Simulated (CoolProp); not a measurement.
Saturation properties of nitrogen.

The numbers come from the reference Helmholtz-energy equation of state, Span 2000 in CoolProp.

| T (°C) | p (MPa) | enthalpy of vaporisation (kJ/kg) | liquid cp (kJ/(kg K)) | vapour Z | liquid viscosity (µPa s) | liquid conductivity (mW/(m K)) |
|---|---|---|---|---|---|---|
| -202.35 | 0.04328 | 207.2 | 2.017 | 0.9766 | 212 | 158 |
| -198.95 | 0.06867 | 203.1 | 2.028 | 0.9673 | 183 | 151 |
| -195.55 | 0.1043 | 198.9 | 2.043 | 0.9560 | 159 | 144 |
| -192.25 | 0.1509 | 194.4 | 2.061 | 0.9428 | 140 | 138 |
| -188.85 | 0.2138 | 189.6 | 2.085 | 0.9270 | 124 | 131 |
| -185.55 | 0.2918 | 184.5 | 2.114 | 0.9093 | 111 | 125 |
| -182.15 | 0.3923 | 178.8 | 2.153 | 0.8885 | 99.6 | 118 |
| -178.75 | 0.5161 | 172.6 | 2.203 | 0.8651 | 89.6 | 111 |
| -175.45 | 0.6611 | 166.0 | 2.264 | 0.8398 | 81.1 | 105 |
| -172.05 | 0.8393 | 158.5 | 2.348 | 0.8107 | 73.3 | 97.9 |
| -168.75 | 1.043 | 150.4 | 2.455 | 0.7793 | 66.5 | 91.5 |
| -165.35 | 1.287 | 141.0 | 2.609 | 0.7432 | 60.0 | 84.8 |
| -161.95 | 1.570 | 130.4 | 2.833 | 0.7025 | 53.9 | 78.1 |

It boils at -195.8 °C under 1 atm.

Viscosity comes from a separate model (Lemmon 2004). Thermal conductivity comes from a separate model (Lemmon 2004).
